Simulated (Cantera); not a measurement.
Input: 1 mol SO2, 2.6 mol O2, 33 mol N2, at 0.133 bar.

Method: chemical equilibrium by Gibbs-energy minimisation in Cantera with the NASA 1993 tables (ideal gas, pure condensed phases). Candidate condensed phases: S; 17 gas species. Rates play no part.

x: gas mole fraction; nothing condenses.

| T (°C) | x N2 | x O2 | x SO2 | x SO3 | x NO | x O | x SO |
|---|---|---|---|---|---|---|---|
| 475 | 0.913 | 0.0595 | 0.00288 | 0.0248 | 4.42e-7 | <1e-12 | <1e-12 |
| 675 | 0.905 | 0.0679 | 0.0207 | 0.00676 | 1.04e-5 | 2.12e-11 | <1e-12 |
| 875 | 0.902 | 0.0705 | 0.0263 | 0.00102 | 8.01e-5 | 5.77e-9 | ___ |
| 1075 | 0.902 | 0.0708 | 0.0271 | 0.000234 | 0.000332 | 2.97e-7 | ___ |
| 1275 | 0.901 | 0.0705 | 0.0272 | 7.79e-5 | 0.000952 | 5.55e-6 | ___ |
| 1475 | 0.901 | 0.0699 | 0.0273 | 3.34e-5 | 0.00214 | 5.31e-5 | ___ |
| 1675 | 0.899 | 0.0688 | 0.0273 | 1.71e-5 | 0.00405 | 0.000319 | ___ |
| 1875 | 0.898 | 0.0670 | 0.0271 | 9.80e-6 | 0.00674 | 0.00137 | ___ |

### Question
What belongs in the gaps?

### Answer

- 875, x SO: 5.66e-11
- 1075, x SO: 6.39e-9
- 1275, x SO: 2.09e-7
- 1475, x SO: 3.07e-6
- 1675, x SO: 2.61e-5
- 1875, x SO: 0.000149
